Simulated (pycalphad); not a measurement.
Source of the numbers: pycalphad with the COST 507 light-alloy database (1999); pressure 1 atm. The data set is of 1999 and partly superseded. Phase fractions are per mole of atoms.

### Question
Give the equilibrium state of Sn-4.411Si (wt.%) at 1050 K.

### Answer
LIQUID, fraction 0.841, with 0.13 Si wt.%; DIAMOND_A4, fraction 0.159, with >99.99 Si wt.%.

### Question
Give the equilibrium state of Sn-4.411Si (wt.%) at 500 K.

### Answer
```
T = 500.00 K, P = 101325 Pa, N = 1 mol of atoms
G = -24477 J/mol, H = 5590 J/mol, S = 60.13 J/(mol K)  (SER reference)
chemical potentials (J/mol): Sn -27180, Si -10615
phase             fraction      x(Sn)      x(Si)
BCT_A5              0.8368     1.0000       none
DIAMOND_A4          0.1632   1.89e-07     1.0000
```

DIAMOND_A4 is diamond (Si); BCT_A5 is bct (Sn). An entry "none" or "no" means that the model of the phase leaves that element out.
